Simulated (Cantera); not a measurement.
Feed: 1 mol SiH2Cl2, 0.65 mol N2, 4 mol H2, held at 1175 K and 6.30 Pa.

Cantera equilibrium calculation (NASA polynomials, part measured and part estimated; ideal gas, pure solids and liquids). Candidate condensed phases: NH4Cl, Si, Si3N4; 28 gas species. N2 is the only nitrogen source here; it is nearly inert below about 1500 K, so the nitride shown seldom forms there in practice. The tables' values for SiCl3 are old estimates; treat these amounts as uncertain. Kinetics and transport are ignored.

Base state: H2 0.685, HCl 0.282, SiCl2 0.0179, N2 0.0116, SiCl3 0.00179, SiCl4 0.00175, SiHCl3 0.000100, H 1.28e-5 (mole fractions); condensed: Si3N4(s).

Task: What changes in the equilibrium state with this change: N2 from 0.65 to 0.94 mol?

Result: 
```json
[
 {"species": "H2", "before": "0.685", "after": "0.645"},
 {"species": "HCl", "before": "0.282", "after": "0.295"},
 {"species": "N2", "before": "0.0116", "after": "0.0498"},
 {"species": "SiCl2", "before": "0.0179", "after": "0.00790"},
 {"species": "SiHCl3", "before": "0.000100", "after": "4.62e-5"},
 {"species": "SiCl3", "before": "0.00179", "after": "0.000851"},
 {"species": "SiCl4", "before": "0.00175", "after": "0.000896"},
 {"species": "H", "before": "1.28e-5", "after": "1.24e-5"},
 {"species": "Si3N4(s), mol", "before": "0.290", "after": "0.313"}
]
```

Task: What changes in the equilibrium state with this change: N2 from 0.65 to 0.35 mol?

Result: 
```json
[
 {"species": "H2", "before": "0.685", "after": "0.754"},
 {"species": "HCl", "before": "0.282", "after": "0.166"},
 {"species": "SiCl2", "before": "0.0179", "after": "0.0733"},
 {"species": "N2", "before": "0.0116", "after": "0.000249"},
 {"species": "SiHCl3", "before": "0.000100", "after": "0.000241"},
 {"species": "SiCl3", "before": "0.00179", "after": "0.00411"},
 {"species": "SiCl4", "before": "0.00175", "after": "0.00226"},
 {"species": "Si3N4(s), mol", "before": "0.290", "after": "0.174"}
]
```
